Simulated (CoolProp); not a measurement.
A simple Rankine cycle with water: condensing at 311.15 K, boiler at 2.38 MPa, turbine inlet 499.6 K, turbine efficiency 0.8, pump efficiency 0.8, no recuperator. Each further row changes one setting.

Values from CoolProp's reference Helmholtz-energy equation of state, Wagner 2002.

```json
[
 {"case": "as stated", "thermal efficiency (%)": "26.0", "net work (kJ/kg)": "690", "heat in (kJ/kg)": "2660", "turbine exit temperature (K)": "311.2", "volume ratio over the turbine": "206"},
 {"case": "turbine inlet 519.6 K", "thermal efficiency (%)": "26.1", "net work (kJ/kg)": "708", "heat in (kJ/kg)": "2710", "turbine exit temperature (K)": "311.2", "volume ratio over the turbine": "197"},
 {"case": "condensing temperature 303.15 K", "thermal efficiency (%)": "27.0", "net work (kJ/kg)": "727", "heat in (kJ/kg)": "2690", "turbine exit temperature (K)": "303.1", "volume ratio over the turbine": "311"},
 {"case": "boiler pressure 1.67 MPa", "thermal efficiency (%)": "24.7", "net work (kJ/kg)": "666", "heat in (kJ/kg)": "2700", "turbine exit temperature (K)": "311.2", "volume ratio over the turbine": "143"},
 {"case": "turbine efficiency 0.7", "thermal efficiency (%)": "22.7", "net work (kJ/kg)": "603", "heat in (kJ/kg)": "2660", "turbine exit temperature (K)": "311.2", "volume ratio over the turbine": "215"}
]
```

The expansion ends wet for: as stated; turbine inlet 519.6 K; condensing temperature 303.15 K; boiler pressure 1.67 MPa; turbine efficiency 0.7.
